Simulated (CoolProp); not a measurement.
Values from CoolProp's reference Helmholtz-energy equation of state, Thol 2019.

Give the vapour pressure (bar), liquid density (kg/m³), vapour density (kg/m³), enthalpy of vaporisation (kJ/kg) of saturated tetradecamethylhexasiloxane (MD4M) at 491.9 K.


| T (K) | p (bar) | liquid density (kg/m³) | vapour density (kg/m³) | enthalpy of vaporisation (kJ/kg) |
|---|---|---|---|---|
| 491.9 | 0.373 | 688 | 4.44 | 112 |
